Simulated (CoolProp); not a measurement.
CHF3 (R23) along the isotherm 202.9 K: Z from the reference equation and from simpler models built on Tc = 299.3 K, pc = 4.832 MPa, ω = 0.263; each cubic takes its own stable root.

The numbers come from the reference Helmholtz-energy equation of state, Penoncello 2003 in CoolProp.

```csv
p (MPa),phase,reference,van der Waals,Redlich-Kwong,Peng-Robinson
2.01,liquid,0.05936,0.1045,0.07197,0.06133
4.03,liquid,0.1185,0.2066,0.1432,0.1224
6.04,liquid,0.1769,0.3059,0.2130,0.1825
8.05,liquid,0.2349,0.4033,0.2819,0.2422
10.1,liquid,0.2937,0.5012,0.3515,0.3027
12.1,liquid,0.3506,0.5953,0.4186,0.3612
14.1,liquid,0.4071,0.6884,0.4850,0.4193
16.1,liquid,0.4634,0.7805,0.5509,0.4771
18.1,liquid,0.5193,0.8717,0.6163,0.5345
20.1,liquid,0.5749,0.9622,0.6812,0.5916
22.1,liquid,0.6302,1.052,0.7456,0.6485
24.2,liquid,0.6880,1.146,0.8128,0.7078
```
